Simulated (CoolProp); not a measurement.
Vapour-liquid equilibrium of R13 (1) + propylene (2) at 251.5 K; x and y are mole fractions of (1).

Model: multi-fluid Helmholtz-energy mixture model, Platzer 1990 and Lemmon 2013; pair parameters Bell 2016, in CoolProp. This equation is an older, rougher fit; its heat capacities, sound speeds and derivatives of the liquid may be far off and weren't checked against measurements.

Give the bubble pressure and the first vapour's composition at x = 0.05, 0.275, 0.8. Is there an azeotrope?

x = 0.05: 3.612 bar, y = 0.225; x = 0.275: 6.142 bar, y = 0.611; x = 0.8: 9.727 bar, y = 0.894. No azeotrope shows between x = 0.05 and 0.95.

Pair parameters are fitted to limited data, so mixtures are less certain than the pure fluids.
